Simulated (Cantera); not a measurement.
Charge: 1 mol Fe2O3, 65 mol H2, 26 mol N2, equilibrated at 1652 °C and 13.3 mbar.

Cantera equilibrium calculation (NASA polynomials, part measured and part estimated; ideal gas, pure solids and liquids). Candidate condensed phases: Fe, FeO, Fe(OH)2, Fe(OH)3, Fe2O3, Fe3O4, H2O; 27 gas species. The numbers say what is thermodynamically allowed, not how fast it happens.

Base state: H2 0.668, N2 0.281, H2O 0.0324, Fe 0.0114, H 0.00677, OH 2.84e-5 (mole fractions); condensed: Fe(l).

### Question
What changes in the equilibrium state with this change: temperature from 1652 °C to 1052 °C?

### Answer
```json
[
 {"species": "H2", "before": "0.668", "after": "0.681"},
 {"species": "N2", "before": "0.281", "after": "0.286"},
 {"species": "H2O", "before": "0.0324", "after": "0.0330"},
 {"species": "Fe", "before": "0.0114", "after": "1.65e-7"},
 {"species": "H", "before": "0.00677", "after": "1.17e-5"},
 {"species": "OH", "before": "2.84e-5", "after": "8.25e-9"},
 {"species": "Fe(l), mol", "before": "0.948", "after": "0"},
 {"species": "Fe(γ), mol", "before": "0", "after": "2.00"}
]
```
